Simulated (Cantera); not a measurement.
A perfectly stirred reactor is fed with 17.5 % CH4, 82.5 % N2, at 1.00 atm; it is held at 1773 K, and followed from long to short residence time.

Model: GRI-Mech 3.0 (53 species, 325 reactions), integrated in Cantera. GRI-Mech 3.0 stops at C3 and has no aromatics, soot or wall deposition, so with more carbon than oxygen in the feed, carbon stays in small species such as C2H2 where larger ones or solid carbon would form.

x: mole fraction; the columns are a selection and need not sum to one.

```tsv
τ (s)	x CH4	x C2H4	x HCN	x C2H	x CH3	x CH2	x C2H6
0.67	0.0107	0.000444	5.85e-6	3.19e-7	0.000127	8.04e-8	2.75e-6
0.35	0.0147	0.000449	4.01e-6	3.09e-7	0.000173	1.07e-7	5.08e-6
0.18	0.0204	0.000471	2.73e-6	2.94e-7	0.000236	1.43e-7	9.57e-6
0.092	0.0283	___	1.83e-6	2.75e-7	0.000322	1.90e-7	1.81e-5
0.047	0.0388	___	1.19e-6	2.51e-7	0.000435	2.49e-7	3.37e-5
0.024	0.0525	___	7.49e-7	2.23e-7	0.000580	3.21e-7	6.15e-5
0.013	0.0676	___	4.69e-7	1.93e-7	0.000742	4.00e-7	0.000103
0.0065	0.0871	___	2.59e-7	1.56e-7	0.000955	5.04e-7	0.000176
```

Task: Some entries are withheld; supply them.

Result: 
- 0.092, x C2H4: 0.000528
- 0.047, x C2H4: 0.000656
- 0.024, x C2H4: 0.000915
- 0.013, x C2H4: 0.00133
- 0.0065, x C2H4: 0.00210
